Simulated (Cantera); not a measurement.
A perfectly stirred reactor is fed with 70.9 % NH3, 29.1 % N2, at 101000 Pa; it is held at 2100 K, and followed from long to short residence time.

Computed with Cantera and the gas-phase N/H chemistry of the illustrative SiF4/NH3 mechanism in the Surface Chemkin manual (1991). Walls and surfaces, which speed up NH3 decomposition in real reactors, are not modelled.

One state of this run: x NH3 = 0.573; x N = 9.25e-7; x H = 0.000102; x H2 = 0.118; x N2H2 = 6.13e-6; x N2H4 = 4.60e-7; x NH2 = 0.00146. x: mole fraction; the columns are a selection and need not sum to one.

### Question
Which value of τ (s) does it belong to?
A. 0.0023
B. 23
C. 0.011
D. 0.00049

### Answer
A, 0.0023
